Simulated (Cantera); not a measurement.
Diamond growth

A diamond (100) surface in a fixed gas of H2 with x(CH4) = 0.0047, x(CH3) = 0.00039, at 950 K, 29.3 Torr; coverages are run to steady state.

Computed with Cantera and the Harris–Goodwin 1993 mechanism for the reconstructed diamond (100) surface.

```json
[
 {"x(H)": "0.0001", "growth (µm/h)": "1.12", "θ c6HH": "0.263", "θ c6H*": "0.00512", "θ c6*H": "0.122", "θ c6**": "0.000988", "θ c6HM": "0.467"},
 {"x(H)": "0.0002", "growth (µm/h)": "1.90", "θ c6HH": "0.319", "θ c6H*": "0.00653", "θ c6*H": "0.155", "θ c6**": "0.00179", "θ c6HM": "0.397"},
 {"x(H)": "0.00038", "growth (µm/h)": "2.84", "θ c6HH": "0.388", "θ c6H*": "0.00818", "θ c6*H": "0.194", "θ c6**": "0.00281", "θ c6HM": "0.312"},
 {"x(H)": "0.00074", "growth (µm/h)": "3.89", "θ c6HH": "0.464", "θ c6H*": "0.00997", "θ c6*H": "0.237", "θ c6**": "0.00397", "θ c6HM": "0.219"},
 {"x(H)": "0.0015", "growth (µm/h)": "4.83", "θ c6HH": "0.533", "θ c6H*": "0.0116", "θ c6*H": "0.275", "θ c6**": "0.00503", "θ c6HM": "0.134"},
 {"x(H)": "0.0028", "growth (µm/h)": "5.44", "θ c6HH": "0.577", "θ c6H*": "0.0126", "θ c6*H": "0.299", "θ c6**": "0.00572", "θ c6HM": "0.0809"},
 {"x(H)": "0.0055", "growth (µm/h)": "5.85", "θ c6HH": "0.607", "θ c6H*": "0.0133", "θ c6*H": "0.316", "θ c6**": "0.00619", "θ c6HM": "0.0443"},
 {"x(H)": "0.011", "growth (µm/h)": "6.09", "θ c6HH": "0.624", "θ c6H*": "0.0138", "θ c6*H": "0.325", "θ c6**": "0.00646", "θ c6HM": "0.0231"},
 {"x(H)": "0.021", "growth (µm/h)": "6.21", "θ c6HH": "0.633", "θ c6H*": "0.0141", "θ c6*H": "0.330", "θ c6**": "0.00661", "θ c6HM": "0.0123"}
]
```
θ: site fractions in the mechanism's names (c6HH fully hydrogenated, c6H* and c6*H radical sites, c6** diradical, c6HM methylated).
